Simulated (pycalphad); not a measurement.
An equivalent pycalphad script:

```python
from pycalphad import Database, equilibrium, calculate, variables as v
import numpy as np
db = Database('COST507.tdb')
comps = ['AL', 'MN', 'SI', 'VA']
phases = ['AL11MN4', 'AL12MN', 'AL4MN', 'AL6MN', 'AL8MN5_D810', 'ALMNSI_ALPHA', 'ALMNSI_BETA', 'ALMNSI_DELTA', 'BCC_A2', 'CBCC_A12', 'CUB_A13', 'DIAMOND_A4', 'FCC_A1', 'HCP_A3', 'LIQUID', 'MN11SI19', 'MN3SI', 'MN5SI3', 'MN6SI', 'MN9SI2', 'MNSI']
eq = equilibrium(db, comps, phases, {v.X('MN'): 0.0078, v.X('SI'): 0.0254, v.T: np.arange(1850, 499, -75), v.P: 101325, v.N: 1}, output=['HM', 'SM'])
```

Computed with pycalphad from the COST 507 light-alloy database (1999), at 1 atm. These are 1990s assessments: newer ones move some temperatures and phases. Amounts are mole fractions of atoms.

Results at three of the temperatures:

```
T = 1175.00 K, P = 101325 Pa, N = 1 mol of atoms
G = -57430 J/mol, H = 36586 J/mol, S = 80.01 J/(mol K)  (SER reference)
chemical potentials (J/mol): Al -56341, Mn -144051, Si -72303
phase             fraction      x(Al)      x(Mn)      x(Si)
LIQUID              1.0000     0.9668     0.0078     0.0254
```

```
T = 1025.00 K, P = 101325 Pa, N = 1 mol of atoms
G = -45745 J/mol, H = 31834 J/mol, S = 75.69 J/(mol K)  (SER reference)
chemical potentials (J/mol): Al -44805, Mn -129765, Si -55723
phase             fraction      x(Al)      x(Mn)      x(Si)
LIQUID              1.0000     0.9668     0.0078     0.0254
```

```
T = 875.00 K, P = 101325 Pa, N = 1 mol of atoms
G = -35092 J/mol, H = 17423 J/mol, S = 60.02 J/(mol K)  (SER reference)
chemical potentials (J/mol): Al -34482, Mn -130411, Si -29034
phase             fraction      x(Al)      x(Mn)      x(Si)
FCC_A1              0.8208     0.9893   0.000655     0.0100
LIQUID              0.1394     0.9098     0.0024     0.0878
ALMNSI_ALPHA        0.0398     0.7020     0.1739     0.1241
```

Changes of the phase set, refined by bisection:

```json
[
 {"T (K)": "934.1", "phases above": "LIQUID", "phases below": "ALMNSI_ALPHA + LIQUID"},
 {"T (K)": "917.2", "phases above": "ALMNSI_ALPHA + LIQUID", "phases below": "ALMNSI_ALPHA + FCC_A1 + LIQUID"},
 {"T (K)": "849.5", "phases above": "ALMNSI_ALPHA + FCC_A1 + LIQUID", "phases below": "ALMNSI_ALPHA + DIAMOND_A4 + FCC_A1"}
]
```

Database names, with the compositions (at.%) that they take in these runs: ALMNSI_ALPHA: Al 70 Mn 17 Si 12. FCC_A1 is fcc; DIAMOND_A4 is diamond (Si).
